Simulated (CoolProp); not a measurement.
n-perfluoropentane along the isobar 5.21 MPa: Z from the reference equation and from simpler models built on Tc = 147.9 °C, pc = 2.063 MPa, ω = 0.436; each cubic takes its own stable root.

Model: reference Helmholtz-energy equation of state, Gao 2022, in CoolProp.

```tsv
T (°C)	phase	reference
36.15	liquid	0.3652
49.75	liquid	0.3595
63.45	liquid	0.3552
77.05	liquid	0.3525
90.65	liquid	0.3513
104.25	liquid	0.3520
117.85	liquid	0.3549
131.55	liquid	0.3605
145.15	liquid	0.3695
158.75	supercritical	0.3834
172.35	supercritical	0.4041
185.95	supercritical	0.4348
199.65	supercritical	0.4788
213.25	supercritical	0.5341
226.85	supercritical	0.5925
```

Problem. How far does each simpler model (van der Waals, Redlich-Kwong, Soave-Redlich-Kwong, Peng-Robinson) lie from the reference over these 15 states: mean and median of the absolute difference, and the worst?

Solution. 
- van der Waals: mean 36.6 %, median 43.1 %, worst +56.6 % at 36.15 °C and 5.21 MPa
- Redlich-Kwong: mean 9.7 %, median 11.6 %, worst +12.3 % at 104.25 °C and 5.21 MPa
- Soave-Redlich-Kwong: mean 10.0 %, median 9.8 %, worst +15.2 % at 185.95 °C and 5.21 MPa
- Peng-Robinson: mean 4.3 %, median 4.8 %, worst +6.5 % at 199.65 °C and 5.21 MPa
